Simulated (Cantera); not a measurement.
Feed: 1 mol Al(CH₃)₃, 12 mol N₂O, 280 mol N₂, at 2148.15 K and 0.0900 Torr.

Equilibrium computed with Cantera from the NASA thermochemical tables; the gas is ideal and each condensed phase is pure. The feed counts by its element totals alone. Kinetics and transport are ignored.

| species | before | after |
|---|---|---|
| N₂ | 0.950 | 0.553 |
| H₂O | 0.00193 | 0.101 |
| CO | 0.00844 | 0.0788 |
| CO₂ | 0.00132 | 0.0446 |
| H₂ | 0.00241 | 0.0350 |
| OH | 0.00192 | 0.0265 |
| O₂ | 0.00357 | 0.0468 |
| H | 0.0187 | 0.0712 |
| O | 0.0105 | 0.0381 |
| AlO₂H | 8.28e-6 | 6.00e-5 |
| Al | 1.09e-5 | 1.58e-6 |
| NO | 0.00160 | 0.00443 |
| AlO | 3.77e-5 | 1.98e-5 |
| Al₂O₃(s), mol | 0.491 | 0.499 |
Gas species are given as mole fractions.

Problem. What was changed between the two runs?
(A) temperature from 2148.15 K to 1550 K
(B) temperature from 2148.15 K to 623.15 K
(C) temperature from 2148.15 K to 750 K
(D) N₂ from 280 to 1.5 mol

Solution. D, N₂ from 280 to 1.5 mol
